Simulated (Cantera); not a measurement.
Input (Python, Cantera):

```python
import numpy as np
import cantera as ct

gas = ct.Solution("gri30.yaml")
gas.TPX = 525, 33000, {'CO': 1, 'H2': 0.93, 'CH4': 0.13, 'O2': 1.98, 'N2': 15.2, 'CO2': 3}
inlet = ct.Reservoir(gas, clone=True)
gas.equilibrate("HP")  # start burning
reactor = ct.IdealGasConstPressureReactor(gas, energy="on", clone=False)
exhaust = ct.Reservoir(gas, clone=True)
tau = [0.34, 0.11, 0.034, 0.011, 0.0033, 0.001, 0.00032, 0.0001, 3.2e-05][0]
for a, b in ((inlet, reactor), (reactor, exhaust)):
    ct.MassFlowController(a, b, mdot=lambda t: reactor.mass / tau)
net = ct.ReactorNet([reactor])
show = ['CO', 'H2', 'CH4', 'C2H', 'C2H4']

rows = []
print(f"{'tau/s':>10s}{'T/K':>9s}" + "".join(f"{s:>11s}" for s in show))
for tau in [0.34, 0.11, 0.034, 0.011, 0.0033, 0.001, 0.00032, 0.0001, 3.2e-05]:
    net.initial_time = 0.0
    net.advance(30 * tau)
    before = gas.X
    net.advance(40 * tau)
    drift = np.max(np.abs(gas.X - before) / (gas.X + 1e-9))
    rows.append([gas.T, *gas[show].X, drift])
    print(f"{tau:10.3e}{gas.T:9.1f}" + "".join(f"{x:11.3e}" for x in gas[show].X))
```

It prints:

```
     tau/s      T/K         CO         H2        CH4        C2H       C2H4
 3.400e-01   1301.1  1.260e-03  1.698e-04  4.717e-06  5.605e-16  8.516e-11
 1.100e-01   1288.1  2.551e-03  3.482e-04  9.534e-06  7.621e-16  1.239e-10
 3.400e-02   1261.7  5.129e-03  7.183e-04  2.071e-05  1.347e-15  2.479e-10
 1.100e-02   1213.5  9.799e-03  1.451e-03  5.013e-05  3.535e-15  8.374e-10
 3.300e-03   1095.3  2.164e-02  4.317e-03  2.479e-04  1.235e-14  1.065e-08
 1.000e-03    525.0  4.496e-02  4.182e-02  5.845e-03 -6.979e-49 -7.067e-20
 3.200e-04    525.0  4.496e-02  4.182e-02  5.845e-03 -2.679e-48 -2.640e-21
 1.000e-04    525.0  4.496e-02  4.182e-02  5.845e-03 -1.799e-49 -3.722e-24
 3.200e-05    525.0  4.496e-02  4.182e-02  5.845e-03 -7.694e-51 -2.351e-25
```

Detailed kinetics in Cantera: GRI-Mech 3.0 (53 species, 325 reactions).
